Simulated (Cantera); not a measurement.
Input (Python, Cantera) and output of one run.

```python
import numpy as np
import cantera as ct

gas_names = """
    CL CL2 H HCL H2 N NH NH2 NH3 N2 N2H2 N2H4 Si SiCL SiCL2 SiCL3 SiCL4 SiH SiHCL3 SiH2 SiH2CL2 SiH3
    SiH3CL SiH4 SiN Si2 Si2N Si3
""".split()
cond_names = """
    NH4CL(a) NH4CL(b) Si(cr) Si(L) Si3N4(a)
""".split()


# ... load() reads the species with a 1 bar reference pressure and builds the phases ...
atoms = {
    'SiH4': {'Si': 1, 'H': 4},
    'HCl': {'H': 1, 'CL': 1},
    'N2': {'N': 2},
}
top_T = {'Si3N4(a)': 2400}  # K; cautious upper limits of use, not melting points


# ... equilibrate(T, P, feed) seeds the gas with the atoms and calls Mixture.equilibrate('TP', solver="vcs", rtol=1e-11, max_steps=5000) ...
results = []
T = 923  # K
P = 133.322  # Pa
for m in [3.7, 4.9, 6.6, 8.8, 12, 16, 21, 29]:
    feed = {'SiH4': 1, 'HCl': 0.85, 'N2': m}  # mol
    mix = equilibrate(T, P, feed)
    results.append((T, P, feed, dict(zip(mix.species_names, mix.species_moles))))

top = {s: max(r[3][s] / sum(r[3][g] for g in gas_names) for r in results) for s in gas_names}
cols = sorted((s for s in top if top[s] > 1e-05), key=lambda s: -top[s])[:7]
seen = [c for c in cond_names if any(r[3].get(c, 0) > 1e-12 for r in results)]
print("log10 of partial pressures in bar; condensed amounts in mol")
print(f"{'n(N2)':>10s}" + "".join(f"{s[:9]:>10s}" for s in cols + seen))
for T, P, feed, n in results:
    ng = sum(n[g] for g in gas_names)
    print(f"{feed['N2']:10.4g}" + "".join(f"{np.log10(max(n[s] / ng * P / 1e5, 1e-99)):10.3f}" for s in cols)
          + "".join(f"{n.get(c, 0):10.4g}" for c in seen))
```

It prints:

```
log10 of partial pressures in bar; condensed amounts in mol
     n(N2)        N2        H2       HCL     SiCL4  Si3N4(a)
       3.7    -3.163    -3.343    -3.718    -6.455    0.3328
       4.9    -3.099    -3.424    -3.798    -6.655    0.3329
       6.6    -3.045    -3.517    -3.891    -6.875     0.333
       8.8    -3.006    -3.615    -3.988    -7.094    0.3331
        12    -2.973    -3.726    -4.098    -7.336    0.3332
        16    -2.949    -3.834    -4.206    -7.567    0.3332
        21    -2.932    -3.939    -4.311    -7.788    0.3332
        29    -2.917    -4.068    -4.440    -8.055    0.3333
```

Cantera equilibrium calculation (NASA polynomials, part measured and part estimated; ideal gas, pure solids and liquids). N2 is the only nitrogen source here; it is nearly inert below about 1500 K, so the nitride shown seldom forms there in practice.
